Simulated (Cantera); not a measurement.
Mixture: CH3OH : O2 : N2 : CO2 = 1 : 2.05 : 7.73 : 0.38 (molar parts), at 1.01 bar, adiabatic and at constant volume. Ignition delay is the time to a rise of 400 K.

Model: GRI-Mech 3.0 (53 species, 325 reactions), integrated in Cantera. GRI-Mech 3.0 was tuned for natural gas; its chemistry of methanol as a main component is partial and can be far from experiment.

Q: What does this change do: CH3OH 1 to 2.9 parts?

A: 
```
quantity                                                before       after
--------------------------------------------------  ----------  ----------
delay at 1125 K                                        37.1 ms     29.5 ms
delay at 1200 K                                        9.85 ms     7.75 ms
delay at 1275 K                                        3.11 ms     2.40 ms
delay at 1350 K                                        1.14 ms    0.860 ms
delay at 1425 K                                       0.477 ms    0.349 ms
delay at 1500 K                                       0.224 ms    0.158 ms
delay at 1575 K                                       0.116 ms     79.1 µs
apparent activation energy between 1425 and 1575 K  180 kJ/mol  180 kJ/mol
```

Q: What does this change do: pressure from 1.01 bar to 3.40 bar?

A: 
```
quantity                                                before       after
--------------------------------------------------  ----------  ----------
delay at 1125 K                                        37.1 ms     13.5 ms
delay at 1200 K                                        9.85 ms     3.54 ms
delay at 1275 K                                        3.11 ms     1.10 ms
delay at 1350 K                                        1.14 ms    0.397 ms
delay at 1425 K                                       0.477 ms    0.164 ms
delay at 1500 K                                       0.224 ms     76.2 µs
delay at 1575 K                                       0.116 ms     39.0 µs
apparent activation energy between 1425 and 1575 K  180 kJ/mol  180 kJ/mol
```
